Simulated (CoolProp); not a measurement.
Methanol at 293.15 K and 0.00423 MPa is compressed adiabatically to 0.0183 MPa with isentropic efficiency 0.85. Each further row changes one setting.

Computed with CoolProp (reference Helmholtz-energy equation of state, de Reuck 1993).

```
case             work (kJ/kg)  final temperature (K)  final density (kg/m³)
---------------  ------------  ---------------------  ---------------------
as stated                 150                  394.0                  0.179
efficiency 1              127                  379.9                  0.186
efficiency 0.65           196                  422.0                  0.167
```
